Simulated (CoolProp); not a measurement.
n-hexane at 420.36 K and 0.462 MPa flows at 0.96 m/s in a round tube of 50 mm bore and 0.25 µm roughness, fully developed (64/Re and Nu = 3.66 if laminar; Colebrook and Gnielinski if turbulent). Each further row changes one setting.

Model: reference Helmholtz-energy equation of state, Thol 2019, in CoolProp.

| case | Reynolds number | Darcy friction factor | pressure drop (Pa/m) | heat-transfer coefficient (W/(m² K)) | mass flow (kg/h) |
|---|---|---|---|---|---|
| as stated | 68500 | 0.0195 | 2.31 | 75.0 | 87.1 |
| velocity 1.92 m/s | 137000 | 0.0169 | 8.00 | 130 | 174 |
| diameter 100 mm | 137000 | 0.0169 | 0.999 | 65.0 | 349 |

Viscosity comes from a separate model (Michailidou 2013). Thermal conductivity comes from a separate model (Assael 2013).
